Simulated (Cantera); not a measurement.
An isothermal, constant-pressure homogeneous reactor starts with H2 : O2 : N2 = 1.8 : 1 : 1.5 (molar parts), equivalence ratio 0.90, at 948 K and 100.0 Torr.

Model: the H2/O2 subset of GRI-Mech 3.0, which has no nitrogen chemistry, integrated in Cantera. Radical loss at walls, strong at low pressure, is not modelled. Below about 950 K walls govern HO2 and H2O2 in real vessels. The temperature is held fixed by assumption; the heat of reaction is taken as removed at once.

x: mole fraction; the columns are a selection and need not sum to one.

```csv
t (s),x H2,x O2,x H2O2,x H,x H2O,x O,x HO2
0.000100,0.419,0.233,<1e-12,4.62e-10,3.64e-10,4.43e-11,2.79e-10
0.000339,0.419,0.233,1.18e-11,3.18e-8,4.17e-8,3.16e-9,8.15e-9
0.00115,0.358,0.208,3.73e-7,0.0286,0.0497,0.00265,3.42e-5
0.00389,0.0104,0.0345,1.70e-6,0.000616,0.515,0.000151,2.00e-5
0.0132,0.00362,0.0311,1.70e-6,3.05e-5,0.525,1.57e-5,1.52e-5
0.0447,0.00202,0.0304,4.27e-6,2.27e-6,0.527,1.52e-6,1.21e-5
0.152,…,0.0301,…,…,0.528,…,…
0.514,0.000778,0.0298,4.23e-6,2.01e-7,0.528,1.63e-7,6.81e-6
1.74,0.000265,0.0295,1.04e-6,3.28e-8,0.529,3.03e-8,3.19e-6
5.90,6.67e-5,0.0294,1.07e-7,3.03e-9,0.529,3.00e-9,9.87e-7
20.0,…,0.0294,…,2.41e-10,0.529,2.46e-10,…
```

Problem. Complete the blanks.

Solution. 
- 0.152, x H2: 0.00146
- 0.152, x H2O2: 6.89e-6
- 0.152, x H: 6.08e-7
- 0.152, x O: 4.39e-7
- 0.152, x HO2: 9.77e-6
- 20.0, x H2: 1.36e-5
- 20.0, x H2O2: 7.13e-9
- 20.0, x HO2: 2.32e-7
